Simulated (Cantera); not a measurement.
Charge: 1 mol FeS, 81 mol H2, 32 mol N2, equilibrated at 1525 °C and 84.0 Pa.

These are equilibrium values from Cantera (NASA tables, ideal gas, pure condensed phases), not measurements of a reactor. Candidate condensed phases: Fe, FeS, FeS2, S; 16 gas species. Equilibrium is a limit: real reactors are often held back by kinetics, nucleation or transport.

Base state: H2 0.697, N2 0.278, H 0.0101, Fe 0.00869, S2 0.00233, SH 0.00175, S 0.00122, H2S 0.00106 (mole fractions); condensed: gas only.

Question: What changes in the equilibrium state with this change: temperature from 1525 °C to 1625 °C?

Answer: 
```json
[
 {"species": "H2", "before": "0.697", "after": "0.686"},
 {"species": "N2", "before": "0.278", "after": "0.276"},
 {"species": "H", "before": "0.0101", "after": "0.0224"},
 {"species": "Fe", "before": "0.00869", "after": "0.00863"},
 {"species": "S", "before": "0.00122", "after": "0.00232"},
 {"species": "H2S", "before": "0.00106", "after": "0.000671"},
 {"species": "S2", "before": "0.00233", "after": "0.00182"},
 {"species": "SH", "before": "0.00175", "after": "0.00199"}
]
```
